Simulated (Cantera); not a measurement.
A closed system holds: 1 mol BCl3, 0.69 mol NH3, held at 0.0100 bar.

Cantera equilibrium calculation (NASA polynomials, part measured and part estimated; ideal gas, pure solids and liquids). Candidate condensed phases: B, BN, NH4Cl; 21 gas species. Gases not in the tables: BHCl2. Kinetics and transport are ignored.

Question: What share of the B ends up in condensed phases as a function of T (°C), at 925, 975, 1025, 1075, 1125, 1175, 1225, 1275, 1325, 1375, 1425, 1475?

Answer: 
| T (°C) | B condensed (%) | as |
|---|---|---|
| 925 | 67.1 | BN(s) |
| 975 | 66.6 | BN(s) |
| 1025 | 66.0 | BN(s) |
| 1075 | 65.4 | BN(s) |
| 1125 | 64.7 | BN(s) |
| 1175 | 63.9 | BN(s) |
| 1225 | 63.0 | BN(s) |
| 1275 | 62.1 | BN(s) |
| 1325 | 61.1 | BN(s) |
| 1375 | 60.0 | BN(s) |
| 1425 | 58.6 | BN(s) |
| 1475 | 56.7 | BN(s) |
